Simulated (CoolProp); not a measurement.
m-xylene along the isobar 322 kPa: fugacity coefficient from the reference equation and from simpler models built on Tc = 343.7 °C, pc = 3535 kPa, ω = 0.326; each cubic takes its own stable root.

The numbers come from the reference Helmholtz-energy equation of state, Zhou 2012 in CoolProp.

```
T (°C)   phase  reference
------  ------  ---------
120.05  liquid     0.1802
130.05  liquid     0.2393
139.95  liquid     0.3115
149.85  liquid     0.3990
159.85  liquid     0.5047
169.75  liquid     0.6283
179.65  liquid     0.7722
189.65     gas     0.9132
```

Q: How far does each simpler model (van der Waals, Redlich-Kwong, Soave-Redlich-Kwong, Peng-Robinson) lie from the reference over these 8 states: mean and median of the absolute difference, and the worst?

A: 
- van der Waals: mean 149.4 %, median 110.1 %, worst +412.4 % at 120.05 °C and 322 kPa
- Redlich-Kwong: mean 70.4 %, median 83.4 %, worst +121.0 % at 120.05 °C and 322 kPa
- Soave-Redlich-Kwong: mean 0.8 %, median 0.8 %, worst +1.6 % at 179.65 °C and 322 kPa
- Peng-Robinson: mean 0.4 %, median 0.4 %, worst +0.6 % at 189.65 °C and 322 kPa

At some of these states van der Waals, Redlich-Kwong gives the other phase, because its saturation line lies elsewhere.
